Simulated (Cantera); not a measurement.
Charge: 1 mol CH2F2, 0.043 mol F2, 2.2 mol H2, equilibrated at 86.0 Pa.

Equilibrium computed with Cantera from the NASA thermochemical tables; the gas is ideal and each condensed phase is pure. Candidate condensed phases: C, C6H6, C7H8, C8H18; 95 gas species. The numbers say what is thermodynamically allowed, not how fast it happens. All values below are at 1552 °C.

Base state: H2 0.500, HF 0.489, H 0.0106, C2H2 (acetylene) 0.000107 (mole fractions); condensed: C(graphite).

Problem. What changes in the equilibrium state with this change: pressure from 86.0 Pa to 580 Pa?

Solution. 
| species | before | after |
|---|---|---|
| H2 | 0.500 | 0.505 |
| HF | 0.489 | 0.491 |
| H | 0.0106 | 0.00411 |
| C2H2 (acetylene) | 0.000107 | 0.000108 |
| C(graphite), mol | 0.999 | 0.999 |
